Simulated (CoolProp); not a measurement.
Properties of 1,2-dichloroethane along the isobar 0.491 MPa.

The numbers come from the reference Helmholtz-energy equation of state, Thol 2015 in CoolProp.

```
T (°C)   phase  density (kg/m³)  speed of sound (m/s)  Joule-Thomson coefficient (K/MPa)  fugacity coefficient
------  ------  ---------------  --------------------  ---------------------------------  --------------------
-22.95  liquid             1313                  1386                            -0.4387              0.001308
-9.55   liquid             1295                  1333                            -0.4315              0.003234
3.75    liquid             1276                  1280                            -0.4225              0.007182
17.05   liquid             1257                  1227                            -0.4116               0.01465
30.45   liquid             1238                  1175                            -0.3984               0.02787
43.75   liquid             1218                  1123                            -0.3830               0.04949
57.15   liquid             1198                  1071                            -0.3650               0.08343
70.45   liquid             1178                  1019                            -0.3444                0.1334
83.85   liquid             1157                 967.6                            -0.3204                0.2049
97.15   liquid             1135                 916.2                            -0.2931                0.3018
110.45  liquid             1113                 864.7                            -0.2616                0.4297
123.85  liquid             1089                 812.6                            -0.2247                0.5948
137.15  liquid             1065                 760.6                            -0.1817                0.7991
150.55     gas            15.12                 183.0                              22.34                0.9192
163.85     gas            14.52                 187.3                              20.29                0.9268
```
